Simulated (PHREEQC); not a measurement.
A solution holds 0.035 mol Na2CO3, 0.00013 mol H3BO3 and 0.17 mol KBr per kg of water, at 20 °C. Closed to the air; pH follows from the charge balance.

Model: ion-association model, phreeqc.dat, run in PHREEQC.

Each row changes one thing in this solution. Precipitation was switched off in this run.

```
case                                            pH  ionic strength (mol/kgw)  Na+ (mol/kgw)  CO3-2 (mol/kgw)  NaCO3- (mol/kgw)  HCO3- (mol/kgw)
--------------------------------------  ----------  ------------------------  -------------  ---------------  ----------------  ---------------
as made                                      11.19                     0.260         0.0631           0.0265           0.00689          0.00161
temperature from 20 to 55 °C                 10.44                (withheld)         0.0534           0.0154            0.0166          0.00304
KBr from 0.17 to 0.153 mol/kgw               11.19                (withheld)         0.0630           0.0263           0.00701          0.00161
diluted 2-fold with water                    11.10                     0.132         0.0326           0.0139           0.00235          0.00121
Na2CO3 from 0.035 to 0.0385 mol/kgw     (withheld)                (withheld)         0.0689           0.0287           0.00808          0.00167
H3BO3 from 0.00013 to 0.000143 mol/kgw  (withheld)                     0.260         0.0631           0.0265           0.00689          0.00162
```

Q: Fill in the missing entries.

A: 
- temperature from 20 to 55 °C, ionic strength (mol/kgw): 0.239
- KBr from 0.17 to 0.153 mol/kgw, ionic strength (mol/kgw): 0.242
- Na2CO3 from 0.035 to 0.0385 mol/kgw, pH: 11.20
- Na2CO3 from 0.035 to 0.0385 mol/kgw, ionic strength (mol/kgw): 0.268
- H3BO3 from 0.00013 to 0.000143 mol/kgw, pH: 11.18

Complexes and solids missing from the database can't appear. Away from 25 °C the constants follow the database's enthalpies or fits; those with neither stay at their 25 °C values.
